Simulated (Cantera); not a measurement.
What does this Cantera script print?

```python
import numpy as np
import cantera as ct

gas_names = [...]  # 113 gases of nasa_gas.yaml made of C, F, H, Si
cond_names = """
    C(gr) C6H6(L) C7H8(L) C8H18(L),n-octa Si(cr) Si(L) SiC(b)
""".split()


# ... load() reads the species with a 1 bar reference pressure and builds the phases ...
atoms = {
    'SiF4': {'Si': 1, 'F': 4},
    'C2H2': {'C': 2, 'H': 2},
    'H2': {'H': 2},
}
top_T = {'C(gr)': 4500, 'SiC(b)': 3050}  # K; cautious upper limits of use, not melting points


# ... equilibrate(T, P, feed) seeds the gas with the atoms and calls Mixture.equilibrate('TP', solver="gibbs", rtol=1e-10, max_steps=50000) ...
results = []
feed = {'SiF4': 1, 'C2H2': 0.84, 'H2': 1900}  # mol
P = 3500  # Pa
for T in [1000, 1100, 1200, 1300, 1400, 1500, 1600, 1700, 1800, 1900, 2000, 2100]:
    mix = equilibrate(T, P, feed)
    results.append((T, P, feed, dict(zip(mix.species_names, mix.species_moles))))
    x = sorted(zip(gas.X, gas.species_names), reverse=True)
    print(f"T = {T:g} K  P = {P:g} Pa  gas = {mix.phase_moles(0):.4g} mol")
    print("   x: " + "  ".join(f"{s} {v:.3e}" for v, s in x if v > 1e-05))
    print("   condensed (mol): " + ("  ".join(f"{mix.phase(i).name} {mix.phase_moles(i):.4g}"
          for i in range(1, mix.n_phases) if mix.phase_moles(i) > 1e-12) or "none"))
```

It prints:

```
T = 1000 K  P = 3500 Pa  gas = 1900 mol
   x: H2 9.986e-01  CH4 8.825e-04  SiF4 4.944e-04  HF 3.755e-05  SiHF3 2.839e-05
   condensed (mol): SiC(b) 0.003067
T = 1100 K  P = 3500 Pa  gas = 1900 mol
   x: H2 9.985e-01  CH4 8.530e-04  SiF4 4.629e-04  HF 1.573e-04  SiHF3 2.807e-05
   condensed (mol): SiC(b) 0.05895
T = 1200 K  P = 3500 Pa  gas = 1901 mol
   x: H2 9.986e-01  CH4 5.513e-04  HF 4.528e-04  SiF4 3.841e-04  SiHF3 2.784e-05
   condensed (mol): C(gr) 0.4352  SiC(b) 0.1962
T = 1300 K  P = 3500 Pa  gas = 1902 mol
   x: H2 9.985e-01  HF 9.533e-04  CH4 2.744e-04  SiF4 2.521e-04  SiHF3 2.461e-05  SiF3 2.085e-05
   condensed (mol): C(gr) 0.7266  SiC(b) 0.4291
T = 1400 K  P = 3500 Pa  gas = 1902 mol
   x: H2 9.981e-01  HF 1.566e-03  CH4 1.506e-04  SiF4 1.005e-04  SiF3 2.652e-05  H 2.597e-05  SiHF3 1.456e-05
   condensed (mol): C(gr) 0.6639  SiC(b) 0.7195
T = 1500 K  P = 3500 Pa  gas = 1903 mol
   x: H2 9.978e-01  HF 1.940e-03  H 9.399e-05  CH4 8.955e-05  SiF4 1.930e-05  SiF3 1.717e-05
   condensed (mol): C(gr) 0.571  SiC(b) 0.9037
T = 1600 K  P = 3500 Pa  gas = 1903 mol
   x: H2 9.976e-01  HF 2.041e-03  H 2.903e-04  CH4 5.686e-05  C2H2,acetylene 2.744e-05  SiF2 1.108e-05
   condensed (mol): C(gr) 0.5105  SiC(b) 0.9558
T = 1700 K  P = 3500 Pa  gas = 1904 mol
   x: H2 9.970e-01  HF 2.062e-03  H 7.864e-04  C2H2,acetylene 7.318e-05  CH4 3.811e-05  SiF2 1.280e-05
   condensed (mol): C(gr) 0.3615  SiC(b) 0.9657
T = 1800 K  P = 3500 Pa  gas = 1905 mol
   x: H2 9.958e-01  HF 2.065e-03  H 1.910e-03  C2H2,acetylene 1.746e-04  CH4 2.670e-05  SiF2 1.432e-05
   condensed (mol): C(gr) 0.0003817  SiC(b) 0.9607
T = 1900 K  P = 3500 Pa  gas = 1907 mol
   x: H2 9.935e-01  H 4.228e-03  HF 2.047e-03  C2H2,acetylene 1.963e-04  SiF2 2.157e-05  Si 1.860e-05  CH4 1.397e-05
   condensed (mol): SiC(b) 0.9002
T = 2000 K  P = 3500 Pa  gas = 1911 mol
   x: H2 9.889e-01  H 8.644e-03  HF 2.021e-03  C2H2,acetylene 2.644e-04  Si 1.156e-04  SiF2 2.804e-05  SiH 1.459e-05  SiF 1.286e-05
   condensed (mol): SiC(b) 0.6369
T = 2100 K  P = 3500 Pa  gas = 1919 mol
   x: H2 9.806e-01  H 1.649e-02  HF 2.012e-03  C2H2,acetylene 4.202e-04  Si 3.856e-04  SiH 3.875e-05  SiF 2.432e-05  SiF2 2.312e-05  SiH2 1.809e-05  Si2C 1.115e-05
   condensed (mol): none
```

Equilibrium computed with Cantera from the NASA thermochemical tables; the gas is ideal and each condensed phase is pure. The tables' values for SiF2, SiF3, SiF are old estimates; treat these amounts as uncertain. Gases not in the tables: Si2H6 and higher silanes.
